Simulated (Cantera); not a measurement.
Metals in furnace atmospheres: Pb + H2S + H2 + NH3

A closed system holds: 1 mol Pb, 3.8 mol H2S, 39 mol H2, 7.4 mol NH3, equilibrated at 925 °C.

Cantera equilibrium calculation (NASA polynomials, part measured and part estimated; ideal gas, pure solids and liquids). Candidate condensed phases: Pb, PbS, S; 18 gas species. Mutual solubility and eutectic melting of coexisting phases are not modelled. Gases not in the tables: S3 to S7. Rates play no part.

| P (Pa) | x H2 | x N2 | x H2S | x PbS | x S2 | n Pb(l) | n PbS(s) |
|---|---|---|---|---|---|---|---|
| 10 | 0.884 | 0.0623 | 0.0232 | 0.0133 | 0.0135 | 0 | 0 |
| 41 | 0.878 | 0.0627 | 0.0347 | 0.0144 | 0.00746 | 0 | 0 |
| 160 | 0.873 | 0.0629 | 0.0435 | 0.0149 | 0.00303 | 0 | 0 |
| 670 | 0.871 | 0.0631 | 0.0478 | 0.0151 | 0.000878 | 0 | 0 |
| 2700 | 0.870 | 0.0631 | 0.0491 | 0.0152 | 0.000231 | 0 | 0 |
| 11000 | 0.870 | 0.0631 | 0.0495 | 0.0152 | 5.75e-5 | 0 | 0 |
| 45000 | 0.870 | 0.0634 | 0.0529 | 0.0122 | 1.60e-5 | 0.208 | 0 |
| 180000 | 0.870 | 0.0640 | 0.0621 | 0.00358 | 5.54e-6 | 0.773 | 0 |
| 740000 | 0.871 | 0.0640 | 0.0636 | 0.000890 | 1.41e-6 | 0.862 | 0.0814 |
| 3000000 | 0.871 | 0.0637 | 0.0636 | 0.000219 | 3.48e-7 | 0.861 | 0.126 |
x: gas mole fraction; n: condensed amount in mol.

From 10.0 Pa to 11000 Pa nothing is condensed. From 45000 Pa to 180000 Pa the condensed part is Pb(l). From 740000 Pa to 3000000 Pa the condensed part is Pb(l) + PbS(s). The main Pb-bearing gas is PbS throughout.
